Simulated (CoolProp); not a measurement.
A single-stage vapour-compression cycle with the fluid: evaporating at 268.15 K (dew point), condensing at 321.15 K (bubble point), superheat 0 K, subcooling 5 K, compressor efficiency 0.8, no pressure losses. The same conditions are run with several fluids, on thermodynamics alone (safety and materials aside).

Model: reference Helmholtz-energy equation of state of each fluid (R115: Lemmon 2016; propylene: Lemmon 2013; R125: Lemmon 2005; R141b: Lemmon 2006; trans-2-butene: Lemmon 2005; isobutene: Lemmon 2005), in CoolProp.

Rank R115, propylene, R125, R141b, trans-2-butene, isobutene by cooling COP, highest first.

R141b (3.52), trans-2-butene (3.39), isobutene (3.33), propylene (3.09), R115 (2.65), R125 (2.58)

| fluid | pressure ratio | discharge temperature (K) | refrigerating effect (kJ/kg) | volumetric capacity (kJ/m³) |
|---|---|---|---|---|
| R115 | 4.21 | 321.2 | 58.6 | 1710 |
| propylene | 3.92 | 340.7 | 259 | 2760 |
| R125 | 4.25 | 329.0 | 71.9 | 2570 |
| R141b | 7.72 | 340.5 | 185 | 219 |
| trans-2-butene | 5.68 | 332.1 | 300 | 630 |
| isobutene | 5.30 | 329.4 | 277 | 799 |

The compression ends wet for: R115.
